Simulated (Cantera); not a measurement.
Mixture: C₃H₈ : O₂ : N₂ = 1 : 5.75 : 21.6 (molar parts), equivalence ratio 0.87, at 39.5 atm, adiabatic and at constant volume. Ignition delay is the time to a rise of 400 K.

Computed with Cantera and GRI-Mech 3.0 (53 species, 325 reactions). GRI-Mech 3.0 was tuned for natural gas; its chemistry of propane as a main component is partial and can be far from experiment. The pressure lies above the range GRI-Mech 3.0 was tuned for (to about 10 atm).

Task: What does this change do: pressure from 39.5 atm to 0.533 atm?

Result: 
```csv
quantity,before,after
delay at 1048 K,6.62 ms,0.257 s
delay at 1198 K,0.526 ms,7.90 ms
delay at 1348 K,55.1 µs,0.580 ms
delay at 1498 K,8.40 µs,0.105 ms
apparent activation energy between 1423 and 1573 K,200 kJ/mol,170 kJ/mol
```
